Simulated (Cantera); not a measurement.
What does this Cantera script print?

```python
import numpy as np
import cantera as ct

gas_names = """
    Cr CrN H H2 N NH NH2 NH3 N2 N2H2 N2H4
""".split()
cond_names = """
    Cr(cr) Cr(L) CrN(s) Cr2N(s)
""".split()


# ... load() reads the species with a 1 bar reference pressure and builds the phases ...
atoms = {
    'Cr': {'Cr': 1},
    'NH3': {'N': 1, 'H': 3},
}
top_T = {'CrN(s)': 1900, 'Cr2N(s)': 1900}  # K; cautious upper limits of use, not melting points


# ... equilibrate(T, P, feed) seeds the gas with the atoms and calls Mixture.equilibrate('TP', solver="vcs", rtol=1e-11, max_steps=5000) ...
results = []
feed = {'Cr': 1, 'NH3': 2.9}  # mol
P = 970000  # Pa
for T in [1400, 1450, 1500, 1550, 1600, 1650, 1700]:
    mix = equilibrate(T, P, feed)
    results.append((T, P, feed, dict(zip(mix.species_names, mix.species_moles))))
    x = sorted(zip(gas.X, gas.species_names), reverse=True)
    print(f"T = {T:g} K  P = {P:g} Pa  gas = {mix.phase_moles(0):.4g} mol")
    print("   x: " + "  ".join(f"{s} {v:.3e}" for v, s in x if v > 1e-06))
    print("   condensed (mol): " + ("  ".join(f"{mix.phase(i).name} {mix.phase_moles(i):.4g}"
          for i in range(1, mix.n_phases) if mix.phase_moles(i) > 1e-12) or "none"))
```

Result:

```
T = 1400 K  P = 970000 Pa  gas = 5.299 mol
   x: H2 8.206e-01  N2 1.792e-01  NH3 2.610e-04  H 1.415e-06
   condensed (mol): CrN(s) 1
T = 1450 K  P = 970000 Pa  gas = 5.549 mol
   x: H2 7.836e-01  N2 2.162e-01  NH3 2.264e-04  H 2.688e-06
   condensed (mol): Cr2N(s) 0.5
T = 1500 K  P = 970000 Pa  gas = 5.549 mol
   x: H2 7.836e-01  N2 2.162e-01  NH3 1.938e-04  H 5.003e-06
   condensed (mol): Cr2N(s) 0.5
T = 1550 K  P = 970000 Pa  gas = 5.549 mol
   x: H2 7.837e-01  N2 2.162e-01  NH3 1.675e-04  H 8.952e-06
   condensed (mol): Cr2N(s) 0.5
T = 1600 K  P = 970000 Pa  gas = 5.549 mol
   x: H2 7.837e-01  N2 2.162e-01  NH3 1.461e-04  H 1.545e-05
   condensed (mol): Cr2N(s) 0.5
T = 1650 K  P = 970000 Pa  gas = 5.549 mol
   x: H2 7.837e-01  N2 2.162e-01  NH3 1.285e-04  H 2.582e-05
   condensed (mol): Cr2N(s) 0.5
T = 1700 K  P = 970000 Pa  gas = 5.549 mol
   x: H2 7.837e-01  N2 2.162e-01  NH3 1.139e-04  H 4.188e-05  Cr 1.451e-06
   condensed (mol): Cr2N(s) 0.5
```

These are equilibrium values from Cantera (NASA tables, ideal gas, pure condensed phases), not measurements of a reactor.
